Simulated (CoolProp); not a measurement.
Vapour-liquid equilibrium of R13 (1) + R113 (2) at 251.1 K; x and y are mole fractions of (1).

Computed with CoolProp (multi-fluid Helmholtz-energy mixture model, Platzer 1990 and Marx 1992; pair parameters Bell 2016). This equation is an older, rougher fit; its heat capacities, sound speeds and derivatives of the liquid may be far off and weren't checked against measurements.

Problem. Give the bubble pressure and the first vapour's composition at x = 0.2, 0.5, 0.725. Is there an azeotrope?

Solution. x = 0.2: 2.813 bar, y = 0.984; x = 0.5: 5.919 bar, y = 0.993; x = 0.725: 7.881 bar, y = 0.996. No azeotrope shows between x = 0.05 and 0.95.

Pair parameters are fitted to limited data, so mixtures are less certain than the pure fluids. The gap from Raoult's law changes sign with composition, which may be real or a fault of the pair parameters; it wasn't checked against measurements.
